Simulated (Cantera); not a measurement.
Feed: 1 mol HMDSO, 0.73 mol H2O, 41 mol N2, at 79.0 mbar.

These are equilibrium values from Cantera (NASA tables, ideal gas, pure condensed phases), not measurements of a reactor. Candidate condensed phases: C, C6H6, C7H8, C8H18, H2O, Si, SiC, SiO2, Si2N2O, Si3N4; 151 gas species. The feed counts by its element totals alone. The numbers say what is thermodynamically allowed, not how fast it happens.

### Question
At 1923 K, list the 7 most abundant gas species with their mole fractions, and the condensed phases.

### Answer
N2 0.779, H2 0.182, CO 0.0327, HCN 0.00405, H 0.00143, SiO 0.000253, HNC 0.000199. Condensed: C(graphite) + SiC(s).
